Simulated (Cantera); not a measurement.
A closed system holds: 1 mol CO2, 7.4 mol H2, 0.71 mol O2, at 2998.15 K and 2.18 Torr.

These are equilibrium values from Cantera (NASA tables, ideal gas, pure condensed phases), not measurements of a reactor. Candidate condensed phases: C, C6H6, C7H8, C8H18, H2O; 110 gas species. Equilibrium is a limit: real reactors are often held back by kinetics, nucleation or transport.

Base state: H 0.735, O 0.117, H2 0.0636, CO 0.0594, OH 0.0166, H2O 0.00432, O2 0.00316, CO2 0.000545 (mole fractions); condensed: gas only.

What changes in the equilibrium state with this change: CO2 replaced by NF3?


```json
[
 {"species": "H", "before": "0.735", "after": "0.644"},
 {"species": "HF", "before": "0", "after": "0.174"},
 {"species": "O", "before": "0.117", "after": "0.0745"},
 {"species": "CO", "before": "0.0594", "after": "0"},
 {"species": "N2", "before": "0", "after": "0.0310"},
 {"species": "F", "before": "0", "after": "0.0142"},
 {"species": "OH", "before": "0.0166", "after": "0.00921"},
 {"species": "H2", "before": "0.0636", "after": "0.0488"},
 {"species": "NO", "before": "0", "after": "0.000736"},
 {"species": "CO2", "before": "0.000545", "after": "0"}
]
```

What changes in the equilibrium state with this change: pressure from 2.18 Torr to 0.353 Torr?


```
species    before     after
-------  --------  --------
H           0.735     0.798
O           0.117     0.130
CO         0.0594    0.0557
H2         0.0636    0.0121
OH         0.0166   0.00323
H2O       0.00432  0.000148
CO2      0.000545   9.19e-5
O2        0.00316  0.000630
```

What changes in the equilibrium state with this change: temperature from 2998.15 K to 973 K?


```tsv
species	before	after
H2	0.0636	0.638
H2O	0.00432	0.243
CO	0.0594	0.0738
H	0.735	1.60e-8
O	0.117	<1e-9
OH	0.0166	<1e-9
CO2	0.000545	0.0453
O2	0.00316	<1e-9
```
